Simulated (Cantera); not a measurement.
What does this Cantera script print?

```python
import numpy as np
import cantera as ct

gas = ct.Solution("gri30.yaml")


def delay(T, t_max=10):
    gas.TPX = T, 49000, {'CO': 1, 'H2': 0.037, 'CH4': 0.38, 'O2': 1.16, 'N2': 6.62}
    reactor = ct.IdealGasConstPressureReactor(gas, clone=False)
    net = ct.ReactorNet([reactor])
    net.rtol, net.atol = 1e-8, 1e-16
    while net.time < t_max:
        t_old, T_old = net.time, reactor.T
        net.step()
        if reactor.T > T + 400:  # ignition: a rise of 400 K
            return t_old + (T + 400 - T_old) / (reactor.T - T_old) * (net.time - t_old)
    return np.nan


taus = []
for T in [1198, 1248, 1298, 1348, 1398, 1448, 1498, 1548, 1598]:
    taus.append(delay(T))
    print(f"T0 = {T:6g} K   tau = {taus[-1]:.4e} s")
```

It prints:

```
T0 =   1198 K   tau = 3.4980e-02 s
T0 =   1248 K   tau = 1.8546e-02 s
T0 =   1298 K   tau = 1.0155e-02 s
T0 =   1348 K   tau = 5.8025e-03 s
T0 =   1398 K   tau = 3.4861e-03 s
T0 =   1448 K   tau = 2.2067e-03 s
T0 =   1498 K   tau = 1.4652e-03 s
T0 =   1548 K   tau = 1.0121e-03 s
T0 =   1598 K   tau = 7.2088e-04 s
```

Computed with Cantera and GRI-Mech 3.0 (53 species, 325 reactions).
